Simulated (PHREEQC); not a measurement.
Solution (4.2 °C): 0.0019 mol CdCl2, 0.019 mol MgSO4 and 0.024 mol HCl per kg of water. Closed to the air; pH follows from the charge balance.

All values are PHREEQC results (ion-association model, phreeqc.dat), not measurements.

No solid was allowed to form.

Question: Order these S species by the share of S that they hold, largest first: CdSO4, Cd(SO4)2-2, HSO4-, SO4-2, MgSO4.

Answer: SO4-2 (52 %), HSO4- (27 %), MgSO4 (19 %), CdSO4 (1.7 %), Cd(SO4)2-2 (0.42 %)

The pH is 1.80 and the ionic strength 0.0779 mol/kgw. Species that the database lacks are ignored. Away from 25 °C the constants follow the database's enthalpies or fits; those with neither stay at their 25 °C values.
